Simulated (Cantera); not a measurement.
An isothermal, constant-pressure homogeneous reactor starts with CO : O2 : H2O : N2 = 0.021 : 0.0023 : 0.0029 : 1 (molar parts), equivalence ratio 4.6, at 1150 K and 1.60 bar.

Cantera simulation using GRI-Mech 3.0 (53 species, 325 reactions); the numbers are that mechanism's predictions, not measurements.

Task: Predict: x(CO) at 2.00 s; x(H2O) at 2.00 s; x(NO) at 2.00 s.

Result: 
* **x(CO) at 2.00 s**: 0.0145 (gas-phase equilibrium 0.0142)
* **x(H2O) at 2.00 s**: 0.00132 (gas-phase equilibrium 0.000984)
* **x(NO) at 2.00 s**: 1.56e-7 (gas-phase equilibrium <1e-12)
